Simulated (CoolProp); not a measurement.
A single-stage vapour-compression cycle with n-butane: evaporating at 240.15 K (dew point), condensing at 278.15 K (bubble point), superheat 2 K, subcooling 8 K, compressor efficiency 0.65, no pressure losses. Each further row changes one setting.

Values from CoolProp's reference Helmholtz-energy equation of state, Bücker 2006.

| case | cooling COP | pressure ratio | discharge temperature (K) | refrigerating effect (kJ/kg) | volumetric capacity (kJ/m³) |
|---|---|---|---|---|---|
| as stated | 3.80 | 5.12 | 302.2 | 349 | 248 |
| evaporating temperature 245.15 K | 4.54 | 3.99 | 298.5 | 356 | 318 |
| condensing temperature 273.15 K | 4.46 | 4.25 | 295.4 | 360 | 256 |
| subcooling 13 K | 3.92 | 5.12 | 302.2 | 360 | 256 |
| superheat 12 K | 3.80 | 5.12 | 312.9 | 364 | 248 |
| compressor efficiency 0.55 | 3.21 | 5.12 | 311.6 | 349 | 248 |
